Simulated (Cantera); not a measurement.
Charge: 1 mol V, 0.033 mol H₂O, 45 mol H₂, held at 9.20 Pa.

Equilibrium computed with Cantera from the NASA thermochemical tables; the gas is ideal and each condensed phase is pure. Candidate condensed phases: H₂O, V, VO, V₂O₃, V₂O₄, V₂O₅; 12 gas species. Mutual solubility and eutectic melting of coexisting phases are not modelled. VO: taken at fixed stoichiometry. Condensed phases not in the tables: N, O or C dissolved in the metal. Rates play no part.

x: gas mole fraction; n: condensed amount in mol.

```tsv
T (°C)	x H₂	x H	x V	x VO	x O	n V(s)	n VO(s)
1050	1.000	0.000165	4.04e-9	1.87e-9	<1e-12	0.967	0.0329
1200	0.999	0.00132	4.56e-7	2.64e-7	<1e-12	0.967	0.0325
1350	0.993	0.00718	2.13e-5	1.44e-5	6.30e-11	0.968	0.0307
1500	0.970	0.0292	0.000513	0.000389	4.18e-9	0.949	0.00900
1650	0.899	0.0931	0.00745	0.000660	1.54e-8	0.614	0
1800	0.744	0.237	0.0185	0.000614	1.11e-7	0	0
1950	…	…	…	…	…	0	0
2100	0.253	0.733	0.0133	0.000418	1.29e-5	0	0
2250	…	0.893	0.0117	…	…	0	0
2400	0.0320	0.956	0.0112	0.000142	0.000219	0	0
2550	0.0112	0.977	0.0111	4.21e-5	0.000318	0	0
```

Some entries are withheld; supply them.


- 2250, x H₂: 0.0950
- 2250, x VO: 0.000300
- 2250, x O: 7.60e-5
- 1950, x H₂: 0.508
- 1950, x H: 0.476
- 1950, x V: 0.0160
- 1950, x VO: 0.000523
- 1950, x O: 1.42e-6
